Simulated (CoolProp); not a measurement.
Carbonyl sulfide along the isotherm 161.05 °C: Z from the reference equation and from simpler models built on Tc = 105.6 °C, pc = 6369 kPa, ω = 0.098; each cubic takes its own stable root.

The numbers come from the reference Helmholtz-energy equation of state, Lemmon 2006 in CoolProp. It is a short technical equation, of lower accuracy than the large ones.

```json
[
 {"p (kPa)": "4170", "phase": "gas", "reference": "0.8431"},
 {"p (kPa)": "8330", "phase": "supercritical", "reference": "0.6513"},
 {"p (kPa)": "12500", "phase": "supercritical", "reference": "0.4801"},
 {"p (kPa)": "16700", "phase": "supercritical", "reference": "0.4706"},
 {"p (kPa)": "20800", "phase": "supercritical", "reference": "0.5182"},
 {"p (kPa)": "25000", "phase": "supercritical", "reference": "0.5785"},
 {"p (kPa)": "29200", "phase": "supercritical", "reference": "0.6420"},
 {"p (kPa)": "33300", "phase": "supercritical", "reference": "0.7047"},
 {"p (kPa)": "37500", "phase": "supercritical", "reference": "0.7689"},
 {"p (kPa)": "41700", "phase": "supercritical", "reference": "0.8328"},
 {"p (kPa)": "45800", "phase": "supercritical", "reference": "0.8947"},
 {"p (kPa)": "50000", "phase": "supercritical", "reference": "0.9576"}
]
```

Problem. How far does each simpler model (van der Waals, Soave-Redlich-Kwong) lie from the reference over these 12 states: mean and median of the absolute difference, and the worst?

Solution. 
- van der Waals: mean 19.5 %, median 24.9 %, worst +28.7 % at 161.05 °C and 50000 kPa
- Soave-Redlich-Kwong: mean 6.7 %, median 6.4 %, worst +12.3 % at 161.05 °C and 16700 kPa
